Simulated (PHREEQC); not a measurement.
Dissolve 0.21 mol ZnSO4 and 0.000171 mol KCl per kg of water at 25 °C. Closed to the air; pH follows from the charge balance.

Model: ion-association model, wateq4f.dat, run in PHREEQC.

Precipitation was switched off in this run.

Problem. What pH does the model give?

Solution. pH 5.46.

Problem. In which forms is S present?

Solution. ZnSO4 37 %, Zn(SO4)2-2 33 %, SO4-2 30 % of the S.
